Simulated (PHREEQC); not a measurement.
Make-up at 20 °C: 0.03 mol/kgw HF, 0.26 mol/kgw NH4F and 2.4e-07 mol/kgw H4SiO4. It is in equilibrium with CO2 at log p = -1 (atm). Otherwise closed; pH follows from the charge balance.

All values are PHREEQC results (ion-association model, phreeqc.dat), not measurements.

Each row changes one thing in this solution. No solid was allowed to form.

```json
[
 {"case": "as made", "pH": "4.14", "F- (mol/kgw)": "0.246", "HF (mol/kgw)": "0.0158", "HF2- (mol/kgw)": "0.0141", "HCO3- (mol/kgw)": "3.04e-5", "NH3 (mol/kgw)": "8.86e-7", "SI of Quartz (SiO2)": "-12.32"},
 {"case": "HF from 0.03 to 0.003 mol/kgw", "pH": "5.13", "F- (mol/kgw)": "0.258", "HF (mol/kgw)": "0.00170", "HF2- (mol/kgw)": "0.00160", "HCO3- (mol/kgw)": "0.000297", "NH3 (mol/kgw)": "8.64e-6", "SI of Quartz (SiO2)": "-8.49"},
 {"case": "diluted 100-fold with water", "pH": "4.14", "F- (mol/kgw)": "0.00265", "HF (mol/kgw)": "0.000246", "HF2- (mol/kgw)": "2.40e-6", "HCO3- (mol/kgw)": "2.39e-5", "NH3 (mol/kgw)": "1.36e-8", "SI of Quartz (SiO2)": "-4.57"},
 {"case": "H4SiO4 replaced by H2SiF6 at the same molality", "pH": "4.14", "F- (mol/kgw)": "0.246", "HF (mol/kgw)": "0.0158", "HF2- (mol/kgw)": "0.0141", "HCO3- (mol/kgw)": "3.04e-5", "NH3 (mol/kgw)": "8.86e-7", "SI of Quartz (SiO2)": "-12.32"},
 {"case": "temperature from 20 to 60 °C", "pH": "4.49", "F- (mol/kgw)": "0.244", "HF (mol/kgw)": "0.0146", "HF2- (mol/kgw)": "0.0154", "HCO3- (mol/kgw)": "3.61e-5", "NH3 (mol/kgw)": "2.50e-5", "SI of Quartz (SiO2)": "-9.96"}
]
```

At this temperature some constants are extrapolated from 25 °C, and those without enthalpy data are left unchanged. SiF6-2 is the database's only silicon fluoride.
